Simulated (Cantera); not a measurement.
Equilibrium for halide evaporation, hydrolysis and transport: LiCl + H₂ + H₂O

Input: 1 mol LiCl, 0.72 mol H₂, 0.1 mol H₂O, equilibrated at 750 Torr.

Cantera equilibrium calculation (NASA polynomials, part measured and part estimated; ideal gas, pure solids and liquids). Candidate condensed phases: H₂O, Li, LiCl, LiH, LiOH, Li₂O; 25 gas species. Equilibrium is a limit: real reactors are often held back by kinetics, nucleation or transport.

```tsv
T (K)	log p H₂	log p LiCl	log p Li₂Cl₂	log p H₂O	n LiCl(l)
1375	-0.10	-1.20	-1.42	-0.96	0.871
1425	-0.13	-0.98	-1.24	-1.00	0.780
1475	-0.19	-0.77	-1.07	-1.05	0.620
1525	-0.27	-0.58	-0.92	-1.14	0.309
1575	-0.35	-0.45	-0.88	-1.22	0
1625	-0.36	-0.40	-0.98	-1.24	0
1675	-0.37	-0.37	-1.10	-1.25	0
1725	-0.38	-0.34	-1.22	-1.27	0
1775	-0.38	-0.32	-1.35	-1.28	0
1825	-0.39	-0.30	-1.48	-1.29	0
1875	-0.39	-0.29	-1.61	-1.29	0
1925	-0.40	-0.29	-1.74	-1.30	0
1975	-0.40	-0.28	-1.86	-1.31	0
```
log p: log10 of the partial pressure in bar; n: condensed amount in mol.

From 1375 K to 1525 K the condensed part is LiCl(l). From 1575 K to 1975 K nothing is condensed. The main Li-bearing gas is Li₂Cl₂ at 1375 K and LiCl at 1975 K.
